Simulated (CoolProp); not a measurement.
Computed with CoolProp (reference Helmholtz-energy equation of state, Jacobsen 1992).

Q: Give the vapour pressure (MPa), vapour Z, liquid viscosity (µPa s) of saturated R11 at 324.2, 374.5 K.

A: 
```csv
T (K),p (MPa),vapour Z,liquid viscosity (µPa s)
324.2,0.243,0.933,338
374.5,0.848,0.840,216
```

Viscosity comes from a separate model (Klein 1997), an estimate that may be off by 10 % or more.
